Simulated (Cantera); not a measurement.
An isothermal, constant-pressure homogeneous reactor starts with CH4 : H2 = 1 : 24 (molar parts), at 1100 K and 0.0133 bar. Integrator tolerance rtol = 1e-08.

Detailed kinetics in Cantera: GRI-Mech 3.0 (53 species, 325 reactions). GRI-Mech 3.0 stops at C3 and has no aromatics, soot or wall deposition, so with more carbon than oxygen in the feed, carbon stays in small species such as C2H2 where larger ones or solid carbon would form. Radical loss at walls, strong at low pressure, is not modelled.

Problem. What does this change do: temperature 1100 to 1800 K?

Solution. 
```tsv
quantity	before	after
x(CH4) at 3.00 s	0.0400 (gas-phase equilibrium 0.0396)	0.00105 (gas-phase equilibrium 0.000103)
x(H2) at 3.00 s	0.960 (gas-phase equilibrium 0.960)	0.977 (gas-phase equilibrium 0.978)
x(CH3) at 3.00 s	1.03e-8 (gas-phase equilibrium 1.67e-7)	6.51e-5 (gas-phase equilibrium 6.55e-6)
x(C2H4) at 3.00 s	1.17e-12 (gas-phase equilibrium 8.96e-5)	5.91e-6 (gas-phase equilibrium 5.79e-6)
x(C2H2) at 3.00 s	<1e-12 (gas-phase equilibrium 0.000106)	0.0187 (gas-phase equilibrium 0.0191)
x(C2H6) at 3.00 s	2.38e-11 (gas-phase equilibrium 6.43e-7)	6.87e-9 (gas-phase equilibrium 9.77e-11)
x(C2H) at 3.00 s	<1e-12 (gas-phase equilibrium <1e-12)	5.02e-7 (gas-phase equilibrium 5.29e-7)
```

Problem. What does this change do: temperature 1100 to 1650 K?

Solution. 
```csv
quantity,before,after
x(CH4) at 3.00 s,0.0400 (gas-phase equilibrium 0.0396),0.0130 (gas-phase equilibrium 0.000348)
x(H2) at 3.00 s,0.960 (gas-phase equilibrium 0.960),0.973 (gas-phase equilibrium 0.980)
x(CH3) at 3.00 s,1.03e-8 (gas-phase equilibrium 1.67e-7),0.000188 (gas-phase equilibrium 5.65e-6)
x(C2H4) at 3.00 s,1.17e-12 (gas-phase equilibrium 8.96e-5),2.58e-5 (gas-phase equilibrium 1.79e-5)
x(C2H2) at 3.00 s,<1e-12 (gas-phase equilibrium 0.000106),0.0129 (gas-phase equilibrium 0.0190)
x(C2H6) at 3.00 s,2.38e-11 (gas-phase equilibrium 6.43e-7),4.91e-7 (gas-phase equilibrium 7.17e-10)
x(C2H) at 3.00 s,<1e-12 (gas-phase equilibrium <1e-12),4.00e-8 (gas-phase equilibrium 6.65e-8)
```
